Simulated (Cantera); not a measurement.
A closed system holds: 1 mol (CH3)2SiCl2, 720 mol H2, at 923.15 K and 11000 Pa.

Equilibrium computed with Cantera from the NASA thermochemical tables; the gas is ideal and each condensed phase is pure. Candidate condensed phases: C, C6H6, C7H8, C8H18, Si, SiC; 109 gas species. The feed counts by its element totals alone. Equilibrium is a limit: real reactors are often held back by kinetics, nucleation or transport.

Base state: H2 0.996, HCl 0.00275, CH4 0.00139 (mole fractions); condensed: SiC(s).

Q: What changes in the equilibrium state with this change: H2 from 720 to 4.8 mol?

A: 
```tsv
species	before	after
H2	0.996	0.870
HCl	0.00275	0.0666
SiCl4	1.72e-6	0.0423
CH4	0.00139	0.0193
SiCl3	4.00e-8	3.80e-5
SiHCl3	2.22e-6	0.00197
SiC(s), mol	0.997	0.633
C(graphite), mol	0	1.21
```
The tables' values for SiCl3 are old estimates; treat these amounts as uncertain.
